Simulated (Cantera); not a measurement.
Mixture: 15.9 % CH₄, 0.876 % C₂H₆, 17.5 % O₂, 65.7 % N₂, at 39.0 bar, adiabatic and at constant pressure. Ignition delay is the time to a rise of 400 K.

Cantera simulation using GRI-Mech 3.0 (53 species, 325 reactions); the numbers are that mechanism's predictions, not measurements. The pressure lies above the range GRI-Mech 3.0 was tuned for (to about 10 atm).

At T0 = 1450 K, what is the delay, and which 8 reactions control it most (d ln τ / d ln k, from doubling and halving each rate constant)?

The delay is 49.1 µs.
```csv
reaction,d ln τ / d ln k,faster rate
CH3 + HO2 <=> CH3O + OH,-0.48,shortens it
2 CH3 (+M) <=> C2H6 (+M),0.38,lengthens it
CH4 + H <=> CH3 + H2,0.30,lengthens it
CH4 + OH <=> CH3 + H2O,0.28,lengthens it
H + O2 <=> O + OH,-0.25,shortens it
CH3 + O2 <=> CH3O + O,-0.23,shortens it
C2H6 + OH <=> C2H5 + H2O,-0.22,shortens it
2 HO2 <=> H2O2 + O2,0.19,lengthens it
```
